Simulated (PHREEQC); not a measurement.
Make-up at 25 °C: 3.65 mol/kgw NaCl, 0.14 mol/kgw K2SO4 and 1.7 mol/kgw KBr. Closed to the air; pH follows from the charge balance.

All values are PHREEQC results (Pitzer model, pitzer.dat), not measurements.

Q: The ionic strength comes out as 5.77 mol/kgw. What activity coefficients do K+, Na+, Cl-, SO4-2, Br- get?

A: K+ 0.70, Na+ 1.2, Cl- 0.61, SO4-2 0.0094, Br- 0.72. Single-ion values are on the MacInnes scale.

This is a speciation only: nothing precipitates in the calculation.
